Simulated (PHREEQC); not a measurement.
A solution holds 0.0023 mol CaCl2 and 0.016 mol Na2HPO4 per kg of water, at 25 °C. Closed to the air; pH follows from the charge balance.

Equilibrium calculation in PHREEQC: ion-association model, wateq4f.dat.

| quantity | before | after |
|---|---|---|
| pH | 8.30 | 8.19 |
| ionic strength (mol/kgw) | 0.0469 | 0.0474 |
| HPO4-2 (mol/kgw) | 0.0133 | 0.0125 |
| Ca+2 (mol/kgw) | 0.000639 | 0.00107 |
| H2PO4- (mol/kgw) | 0.000607 | 0.000731 |
| SI of Halite (NaCl) | -5.59 | -5.41 |
| SI of Portlandite (Ca(OH)2) | -9.71 | -9.70 |

Question: Which change was made?
(A) diluted 100-fold with water
(B) diluted 5-fold with water
(C) Na2HPO4 from 0.016 to 0.008 mol/kgw
(D) CaCl2 from 0.0023 to 0.00345 mol/kgw

Answer: D, CaCl2 from 0.0023 to 0.00345 mol/kgw

This is a speciation only: nothing precipitates in the calculation. Some of these states are supersaturated (in Hydroxyapatite, for instance). H3PO4, which wateq4f.dat lacks, is added to it with the constant of phreeqc.dat.
